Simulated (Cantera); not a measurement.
Gas mixture: N2 : O2 : N2O = 0.6 : 0.23 : 0.68 (molar parts), at 10.00 Torr, frozen composition.

Cantera's kinetic-theory transport with the Lennard-Jones parameters of GRI-Mech 3.0, ideal gas; thermal conductivity in the mixture-averaged form. The composition is frozen, though it would react at the higher temperatures.

One state of this run: ρ (kg/m³) = 0.0104; cp (J/kg/K) = 1059; μ (µPa s) = 27.3; λ (mW/m/K) = 40.1; Pr = 0.720; D (cm²/s) NH3 = 45.7; D (cm²/s) H2 = 154; D (cm²/s) CH4 = 44.2. D: mixture-averaged diffusion coefficient of that species in the mixture.

**Question.** Which value of T (K) does it belong to?
A. 1150
B. 1000
C. 550
D. 850

**Answer.** C, 550
